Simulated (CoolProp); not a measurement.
Values from CoolProp's reference Helmholtz-energy equation of state, Lemmon 2006. It is a short technical equation, of lower accuracy than the large ones.

Question: Give the vapour pressure (MPa), vapour density (kg/m³), enthalpy of vaporisation (kJ/kg), liquid cp (kJ/(kg K)) of saturated acetone at 307.3, 342.5, 356.6 K.

Answer: 
```
T (K)  p (MPa)  vapour density (kg/m³)  enthalpy of vaporisation (kJ/kg)  liquid cp (kJ/(kg K))
-----  -------  ----------------------  --------------------------------  ---------------------
307.3   0.0450                    1.06                               525                   2.17
342.5    0.156                    3.42                               486                   2.27
356.6    0.238                    5.11                               470                   2.32
```
